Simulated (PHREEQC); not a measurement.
Model water analysis in mg/kgw, 20 °C, pH 2.95, pe 11.5: Na 328; K 34.1; Ca 127; Mg 43.6; Cl 56.6; S(6) as SO4 1250; Zn 1.42; Pb 13.4.

Valence states are taken as typed.

Equilibrium calculation in PHREEQC: ion-association model, phreeqc.dat.

Each row changes one thing in this solution. Precipitation was switched off in this run.

| case | ionic strength (mol/kgw) | SO4-2 (mol/kgw) | Ca+2 (mol/kgw) | Mg+2 (mol/kgw) | CaSO4 (mol/kgw) | MgSO4 (mol/kgw) | SI of Anglesite (PbSO4) | SI of Gypsum (CaSO4:2H2O) |
|---|---|---|---|---|---|---|---|---|
| as made | 0.0367 | 0.0103 | 0.00217 | 0.00115 | 0.000989 | 0.000642 | +0.63 | -0.65 |
| temperature from 20 to 15 °C at the same typed pH | 0.0371 | 0.0105 | 0.00219 | 0.00120 | 0.000974 | 0.000594 | +0.67 | -0.64 |
| S(6) from 1250 to 3750 mg/kgw | 0.0825 | 0.0338 | 0.00162 | 0.000825 | 0.00153 | 0.000968 | +0.70 | -0.46 |

Some of these states are supersaturated (in Anglesite, for instance).
